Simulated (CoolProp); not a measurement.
R245ca at 264.69 K and 0.0112 MPa is throttled through a valve to 0.00351 MPa with no heat exchange. Each further row changes one setting.

The numbers come from the reference Helmholtz-energy equation of state, Zhou 2016 in CoolProp.

| case | temperature change (K) | final density (kg/m³) |
|---|---|---|
| as stated | -0.3 | 0.214 |
| outlet pressure 0.00105 MPa | -0.4 | 0.0641 |
| outlet pressure 0.00456 MPa | -0.2 | 0.279 |
